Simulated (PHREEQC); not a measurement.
A column of 1 m (40 cells, dispersivity 0.05 m, 300 s a shift, diffusion coefficient 3e-10 m²/s) holds 0.5 eq of the database's cation exchanger X per kg of pore water, first in equilibrium with 0.00033 mol MgSO4, 0.01 mol CdCl2 and 1e-05 mol HCl per kg of water. It is flushed with 0.0039 mol/kgw Na2SO4, 0.091 mol/kgw ZnCl2, 0.017 mol/kgw ZnSO4 and 1e-05 mol/kgw HCl, at 40 °C. Values are for the last cell. No CO2 enters from the air. No solid was allowed to form.

The numbers come from PHREEQC with the ion-association model, phreeqc.dat.

| pore volumes | Zn in solution (mol/kgw) | Na in solution (mol/kgw) | Cd in solution (mol/kgw) | Mg in solution (mol/kgw) | S in solution (mol/kgw) | CdX2 on the exchanger (mol/kgw) | ZnX2 on the exchanger (mol/kgw) |
|---|---|---|---|---|---|---|---|
| 0 | 0 | 0 | 0.0100 | 0.000330 | 0.000330 | 0.239 | 0 |
| 0.4625 | 0 | 8.33e-13 | 0.0108 | 0.000352 | 0.000498 | 0.239 | 0 |
| 0.9125 | 0 | 1.37e-5 | 0.0542 | 0.00121 | 0.00947 | 0.239 | 0 |
| 1.363 | 6.29e-10 | 0.000705 | 0.0971 | 0.00181 | 0.0183 | 0.239 | 4.91e-9 |
| 1.812 | 9.26e-7 | 0.00305 | 0.107 | 0.00192 | 0.0205 | 0.237 | 6.79e-6 |
| 2.263 | 8.22e-5 | 0.00606 | 0.107 | 0.00198 | 0.0209 | 0.235 | 0.000602 |
| 2.712 | 0.00289 | 0.00865 | 0.102 | 0.00278 | 0.0209 | 0.210 | 0.0203 |
| 3.163 | 0.0433 | 0.00963 | 0.0580 | 0.00573 | 0.0209 | 0.0561 | 0.172 |
| 3.837 | 0.100 | 0.00825 | 0.00456 | 0.00305 | 0.0209 | 0.00213 | 0.239 |
| 4.287 | 0.106 | 0.00794 | 0.000843 | 0.00156 | 0.0209 | 0.000376 | 0.244 |
| 4.737 | 0.107 | 0.00784 | 0.000167 | 0.000790 | 0.0209 | 7.38e-5 | 0.246 |
| 5.188 | 0.108 | 0.00781 | 3.45e-5 | 0.000401 | 0.0209 | 1.52e-5 | 0.246 |
| 5.638 | 0.108 | 0.00780 | 7.29e-6 | 0.000203 | 0.0209 | 3.22e-6 | 0.247 |
| 6.088 | 0.108 | 0.00780 | 1.57e-6 | 0.000102 | 0.0209 | 6.91e-7 | 0.247 |
| 6.537 | 0.108 | 0.00780 | 3.41e-7 | 5.14e-5 | 0.0209 | 1.50e-7 | 0.247 |
| 6.987 | 0.108 | 0.00780 | 7.46e-8 | 2.58e-5 | 0.0209 | 3.29e-8 | 0.247 |

Away from 25 °C the constants follow the database's enthalpies or fits; those with neither stay at their 25 °C values.
